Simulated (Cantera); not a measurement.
A closed system holds: 1 mol FeS2, 0.18 mol H2S, 11 mol N2, 0.52 mol SO2, at 1.00 bar.

Method: chemical equilibrium by Gibbs-energy minimisation in Cantera with the NASA 1993 tables (ideal gas, pure condensed phases). Candidate condensed phases: Fe, FeO, Fe(OH)2, Fe(OH)3, FeS, FeSO4, FeS2, Fe2O3, Fe2(SO4)3, Fe3O4, H2O, H2SO4, S; 38 gas species. FeS: taken at fixed stoichiometry. Rates play no part. All values below are at 1200 °C.

Base state: N2 0.898, S2 0.0497, SO2 0.0356, H2O 0.0122, H2 0.00128, H2S 0.00118, S2O 0.000997, SO 0.000640 (mole fractions); condensed: FeS(l).

Q: What changes in the equilibrium state with this change: FeS2 replaced by MgO?

A: 
```csv
species,before,after
N2,0.898,0.936
SO2,0.0356,0.0369
H2O,0.0122,0.0139
S2,0.0497,0.0106
S2O,0.000997,0.000318
H2S,0.00118,0.000414
SH,0.000116,4.65e-5
"FeS(l), mol",1.000,0
"MgO(s), mol",0,1.00
```
Further candidate phases: Mg, MgO, Mg(OH)2, MgS, MgSO4.
